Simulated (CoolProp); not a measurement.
Isobutene along the isobar 1030 kPa: density (kg/m³) from the reference equation and from simpler models built on Tc = 144.9 °C, pc = 4016 kPa, ω = 0.193; each cubic takes its own stable root.

Model: reference Helmholtz-energy equation of state, Lemmon 2005, in CoolProp. It is a short technical equation, of lower accuracy than the large ones.

```
T (°C)  phase  reference
------  -----  ---------
95.45     gas      22.28
111.95    gas      20.73
128.45    gas      19.46
144.95    gas      18.38
161.45    gas      17.44
177.95    gas      16.61
194.45    gas      15.88
210.85    gas      15.22
227.35    gas      14.62
243.85    gas      14.07
260.35    gas      13.57
276.85    gas      13.10
```

Problem. How far does each simpler model (ideal gas, Peng-Robinson) lie from the reference over these 12 states: mean and median of the absolute difference, and the worst?

Solution. 
- ideal gas: mean 7.8 %, median 6.8 %, worst -15.4 % at 95.45 °C and 1030 kPa
- Peng-Robinson: mean 0.6 %, median 0.6 %, worst +0.8 % at 144.95 °C and 1030 kPa
